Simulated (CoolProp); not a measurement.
Diethyl ether along the isobar 24.6 bar: density (kg/m³) from the reference equation and from simpler models built on Tc = 467.9 K, pc = 37.17 bar, ω = 0.282; each cubic takes its own stable root.

Computed with CoolProp (reference Helmholtz-energy equation of state, Thol 2014).

```tsv
T (K)	phase	reference	Redlich-Kwong	Peng-Robinson
338.7	liquid	662.6	579.5	684.3
352.6	liquid	644.4	560.2	663.6
366.6	liquid	624.9	539.3	640.7
380.5	liquid	604.2	516.6	615.3
394.5	liquid	581.4	491.2	586.4
408.5	liquid	555.9	462.1	553.0
422.4	liquid	526.4	427.7	513.0
436.4	liquid	488.5	82.21	460.6
450.3	gas	76.91	72.53	76.55
464.3	gas	67.82	66.10	68.47
478.2	gas	61.92	61.32	62.83
492.2	gas	57.50	57.48	58.45
506.1	gas	54.02	54.30	54.92
520.1	gas	51.11	51.58	51.95
534	gas	48.64	49.23	49.42
548	gas	46.49	47.14	47.19
```

At some of these states Redlich-Kwong gives the other phase, because its saturation line lies elsewhere.
